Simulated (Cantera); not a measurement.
## Equilibrium for carbothermic reduction: Fe3O4 + C + N2

Input: 1 mol Fe3O4, 1.3 mol C, 0.13 mol N2, held at 0.560 bar.

Method: chemical equilibrium by Gibbs-energy minimisation in Cantera with the NASA 1993 tables (ideal gas, pure condensed phases). Candidate condensed phases: C, Fe, Fe(CO)5, FeO, Fe2O3, Fe3O4; 27 gas species. Each liquid is taken as pure. Mutual solubility and eutectic melting of coexisting phases are not modelled. The tables' stoichiometric FeO is somewhat more stable than real wüstite, so its field is too wide. FeO: taken at fixed stoichiometry. The numbers say what is thermodynamically allowed, not how fast it happens.

From 1650 °C to 2250 °C the condensed part is Fe(l) + FeO(l). The main Fe-bearing gas is Fe throughout.

| T (°C) | x CO | x N2 | x CO2 | x Fe | x FeO | x O | x NO | n Fe(l) | n FeO(l) |
|---|---|---|---|---|---|---|---|---|---|
| 1650 | 0.820 | 0.0909 | 0.0886 | 0.000264 | 2.02e-6 | 4.72e-8 | 4.45e-7 | 0.426 | 2.57 |
| 1725 | 0.824 | 0.0909 | 0.0845 | 0.000637 | 5.93e-6 | 1.57e-7 | 1.01e-6 | 0.420 | 2.58 |
| 1800 | 0.827 | 0.0908 | 0.0809 | 0.00143 | 1.60e-5 | 4.78e-7 | 2.14e-6 | 0.414 | 2.58 |
| 1875 | 0.829 | 0.0906 | 0.0776 | 0.00304 | 4.03e-5 | 1.35e-6 | 4.33e-6 | 0.407 | 2.59 |
| 1950 | 0.829 | 0.0903 | 0.0745 | 0.00610 | 9.48e-5 | 3.54e-6 | 8.32e-6 | 0.398 | 2.59 |
| 2025 | 0.827 | 0.0898 | 0.0716 | 0.0117 | 0.000210 | 8.72e-6 | 1.53e-5 | 0.387 | 2.60 |
| 2100 | 0.821 | 0.0889 | 0.0686 | 0.0214 | 0.000440 | 2.03e-5 | 2.70e-5 | 0.369 | 2.60 |
| 2175 | 0.809 | 0.0874 | 0.0655 | 0.0377 | 0.000880 | 4.49e-5 | 4.58e-5 | 0.341 | 2.60 |
| 2250 | 0.787 | 0.0849 | 0.0618 | 0.0640 | 0.00168 | 9.46e-5 | 7.48e-5 | 0.297 | 2.60 |
x: gas mole fraction; n: condensed amount in mol.
